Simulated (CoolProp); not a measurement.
The numbers come from the reference Helmholtz-energy equation of state, Gao 2022 in CoolProp.

For n-perfluorohexane, give the phase and the cp (kJ/(kg K)), Joule-Thomson coefficient (K/MPa) at 358.3 K and 1380 kPa; 442.2 K and 72.5 kPa.


- 358.3 K and 1380 kPa: liquid; cp 1.14, Joule-Thomson coefficient -0.0905
- 442.2 K and 72.5 kPa: gas; cp 1.00, Joule-Thomson coefficient 8.32
